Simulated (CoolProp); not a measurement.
Saturated liquid density (kg/m³) of decamethylcyclopentasiloxane (D5): the reference equation beside estimates from Tc = 345.1 °C, pc = 1.078 MPa, ω = 0.631. Rackett uses Z = 0.29056 − 0.08775 ω.

Model: reference Helmholtz-energy equation of state, Thol 2019, in CoolProp.

```
T (°C)  reference  Rackett  Redlich-Kwong
------  ---------  -------  -------------
183.95      777.6    885.6          615.0
187.15      773.6    880.6          611.1
190.35      769.6    875.6          607.2
193.45      765.7    870.7          603.3
196.65      761.7    865.6          599.3
199.85      757.6    860.4          595.2
203.05      753.5    855.2          591.0
206.15      749.4    850.1          587.0
209.35      745.2    844.8          582.7
212.55      741.0    839.5          578.4
215.65      736.8    834.2          574.2
218.85      732.5    828.7          569.8
222.05      728.1    823.2          565.3
225.25      723.6    817.6          560.7
228.35      719.2    812.1          556.2
```

Absolute difference from the reference over all 15 rows, mean and median: Rackett 13.4 and 13.4 %, Redlich-Kwong 21.7 and 21.7 %.
